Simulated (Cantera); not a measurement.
An adiabatic, constant-pressure homogeneous reactor starts with H2 : O2 : N2 = 1 : 0.568 : 2.67 (molar parts), at 1500 K and 750 Torr. Integrator tolerance rtol = 1e-08.

Model: GRI-Mech 3.0 (53 species, 325 reactions), integrated in Cantera.

Question: What does this change do: initial temperature 1500 to 1100 K?

Answer: 
```tsv
quantity	before	after
time of steepest temperature rise	15.1 µs	0.102 ms
temperature at 5.00 s	2735 K	2563 K
equilibrium temperature	2735 K	2563 K
x(H2) at 5.00 s	0.0261 (gas-phase equilibrium 0.0261)	0.0145 (gas-phase equilibrium 0.0145)
x(O2) at 5.00 s	0.0198 (gas-phase equilibrium 0.0198)	0.0177 (gas-phase equilibrium 0.0177)
x(N2O) at 5.00 s	5.04e-7 (gas-phase equilibrium 5.04e-7)	3.68e-7 (gas-phase equilibrium 3.68e-7)
x(OH) at 5.00 s	0.0231 (gas-phase equilibrium 0.0231)	0.0147 (gas-phase equilibrium 0.0147)
x(NO) at 5.00 s	0.00966 (gas-phase equilibrium 0.00966)	0.00703 (gas-phase equilibrium 0.00703)
x(HO2) at 5.00 s	6.26e-6 (gas-phase equilibrium 6.26e-6)	4.06e-6 (gas-phase equilibrium 4.06e-6)
x(H2O) at 5.00 s	0.217 (gas-phase equilibrium 0.217)	0.240 (gas-phase equilibrium 0.240)
```

Question: What does this change do: O2 0.568 to 0.8 parts?

Answer: 
```tsv
quantity	before	after
time of steepest temperature rise	15.1 µs	12.6 µs
temperature at 5.00 s	2735 K	2707 K
equilibrium temperature	2735 K	2707 K
x(H2) at 5.00 s	0.0261 (gas-phase equilibrium 0.0261)	0.0130 (gas-phase equilibrium 0.0130)
x(O2) at 5.00 s	0.0198 (gas-phase equilibrium 0.0198)	0.0622 (gas-phase equilibrium 0.0622)
x(N2O) at 5.00 s	5.04e-7 (gas-phase equilibrium 5.04e-7)	8.07e-7 (gas-phase equilibrium 8.07e-7)
x(OH) at 5.00 s	0.0231 (gas-phase equilibrium 0.0231)	0.0285 (gas-phase equilibrium 0.0285)
x(NO) at 5.00 s	0.00966 (gas-phase equilibrium 0.00966)	0.0159 (gas-phase equilibrium 0.0159)
x(HO2) at 5.00 s	6.26e-6 (gas-phase equilibrium 6.26e-6)	1.38e-5 (gas-phase equilibrium 1.38e-5)
x(H2O) at 5.00 s	0.217 (gas-phase equilibrium 0.217)	0.215 (gas-phase equilibrium 0.215)
```
